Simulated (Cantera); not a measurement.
# Calcination and drying: MgSO4 + CO2

Feed: 1 mol MgSO4, 0.2 mol CO2, held at 1.00 bar.

Method: chemical equilibrium by Gibbs-energy minimisation in Cantera with the NASA 1993 tables (ideal gas, pure condensed phases). Candidate condensed phases: C, Mg, MgCO3, MgO, MgS, MgSO4, S; 26 gas species. Mutual solubility and eutectic melting of coexisting phases are not modelled. Equilibrium is a limit: real reactors are often held back by kinetics, nucleation or transport.

| T (K) | x CO2 | x SO2 | x O2 | x SO3 | x O | x CO | x SO | n MgSO4(s) | n MgO(s) |
|---|---|---|---|---|---|---|---|---|---|
| 750 | 1.00 | 1.01e-8 | 5.13e-9 | 6.66e-11 | <1e-12 | 1.00e-11 | <1e-12 | 1.00 | 0 |
| 850 | 1.000 | 1.21e-6 | 6.04e-7 | 1.36e-8 | <1e-12 | 1.93e-10 | <1e-12 | 1.00 | 0 |
| 950 | 1.000 | 5.15e-5 | 2.58e-5 | 8.76e-7 | <1e-12 | 2.00e-9 | <1e-12 | 1.000 | 0 |
| 1050 | 0.998 | 0.00105 | 0.000526 | 2.49e-5 | 1.53e-11 | 1.34e-8 | <1e-12 | 1.000 | 0.000216 |
| 1150 | 0.981 | 0.0124 | 0.00622 | 0.000385 | 6.56e-10 | 6.35e-8 | 3.48e-11 | 0.997 | 0.00262 |
| 1250 | 0.850 | 0.0973 | 0.0487 | 0.00375 | 1.53e-8 | 2.08e-7 | 1.22e-9 | 0.976 | 0.0238 |
| 1350 | 0.147 | 0.552 | 0.276 | 0.0254 | 2.22e-7 | 1.12e-7 | 2.50e-8 | 0.216 | 0.784 |
| 1450 | 0.119 | 0.578 | 0.289 | 0.0151 | 1.08e-6 | 4.97e-7 | 1.64e-7 | 0 | 1.00 |
| 1550 | 0.118 | 0.582 | 0.291 | 0.00916 | 4.22e-6 | 2.21e-6 | 8.27e-7 | 0 | 1.00 |
| 1650 | 0.118 | 0.584 | 0.292 | 0.00589 | 1.40e-5 | 8.23e-6 | 3.43e-6 | 0 | 1.00 |
| 1750 | 0.118 | 0.585 | 0.293 | 0.00399 | 4.05e-5 | 2.63e-5 | 1.21e-5 | 0 | 1.00 |
| 1850 | 0.118 | 0.586 | 0.293 | 0.00281 | 0.000104 | 7.40e-5 | 3.70e-5 | 0 | 1.00 |
x: gas mole fraction; n: condensed amount in mol.

From 750 K to 950 K the condensed part is MgSO4(s). From 1050 K to 1350 K the condensed part is MgO(s) + MgSO4(s). From 1450 K to 1850 K the condensed part is MgO(s).
